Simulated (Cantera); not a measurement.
Feed: 1 mol B2H6, 0.81 mol N2, 23 mol H2, held at 1330 Pa.

Method: chemical equilibrium by Gibbs-energy minimisation in Cantera with the NASA 1993 tables (ideal gas, pure condensed phases). Candidate condensed phases: B, BN; 15 gas species. The feed counts by its element totals alone. N2 is the only nitrogen source here; it is nearly inert below about 1500 K, so the nitride shown seldom forms there in practice. Mutual solubility and eutectic melting of coexisting phases are not modelled. The tables' values for BH2 are old estimates; treat these amounts as uncertain. The numbers say what is thermodynamically allowed, not how fast it happens.

x: gas mole fraction; n: condensed amount in mol.

| T (K) | x H2 | x H | x N2 | x BH2 | x B | x BH3 | x BH | n B(s) | n BN(s) |
|---|---|---|---|---|---|---|---|---|---|
| 1273 | 1.000 | … | 3.21e-10 | 6.16e-7 | <1e-12 | 1.94e-7 | <1e-12 | 0.380 | 1.62 |
| 1348 | 1.000 | … | 4.45e-9 | 1.71e-6 | <1e-12 | 3.13e-7 | 8.55e-12 | 0.380 | 1.62 |
| 1423 | 1.000 | … | 4.68e-8 | 4.27e-6 | 1.29e-11 | 4.80e-7 | 6.67e-11 | 0.380 | 1.62 |
| 1498 | 1.000 | … | 3.87e-7 | 9.68e-6 | 1.37e-10 | 7.02e-7 | 4.22e-10 | 0.380 | 1.62 |
| 1573 | 1.000 | … | 2.62e-6 | 2.03e-5 | 1.15e-9 | 9.88e-7 | 2.24e-9 | 0.380 | 1.62 |
| 1648 | 0.999 | … | 1.48e-5 | 3.97e-5 | 8.01e-9 | 1.34e-6 | 1.01e-8 | 0.380 | 1.62 |
| 1723 | 0.998 | … | 7.22e-5 | 7.32e-5 | 4.68e-8 | 1.78e-6 | 4.03e-8 | 0.382 | 1.62 |
| 1798 | 0.997 | … | 0.000308 | 0.000128 | 2.36e-7 | 2.29e-6 | 1.42e-7 | 0.393 | 1.60 |
| 1873 | 0.993 | … | 0.00116 | 0.000213 | 1.04e-6 | 2.88e-6 | 4.53e-7 | 0.435 | 1.56 |
| 1948 | 0.986 | … | 0.00398 | 0.000340 | 4.11e-6 | 3.53e-6 | 1.31e-6 | 0.580 | 1.41 |

### Question
Fill in the missing entries.

### Answer

- 1273, x H: 6.18e-6
- 1348, x H: 2.00e-5
- 1423, x H: 5.75e-5
- 1498, x H: 0.000149
- 1573, x H: 0.000352
- 1648, x H: 0.000771
- 1723, x H: 0.00158
- 1798, x H: 0.00304
- 1873, x H: 0.00557
- 1948, x H: 0.00972
